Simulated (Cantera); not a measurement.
Input: 1 mol K2CO3, 0.015 mol C, 0.036 mol CO2, held at 0.0100 bar.

Equilibrium computed with Cantera from the NASA thermochemical tables; the gas is ideal and each condensed phase is pure. Candidate condensed phases: C, K, KO2, K2CO3, K2O, K2O2; 15 gas species. Kinetics and transport are ignored.

Q: What share of the K ends up in condensed phases as a function of T (K), at 1225, 1375, 1525, 1675, 1825, 1975, 2125?

A: 
```csv
T (K),K condensed (%),as
1225,99.8,K2CO3(l)
1375,97.6,K2CO3(l)
1525,96.8,K2CO3(l)
1675,0.0,-
1825,0.0,-
1975,0.0,-
2125,0.0,-
```
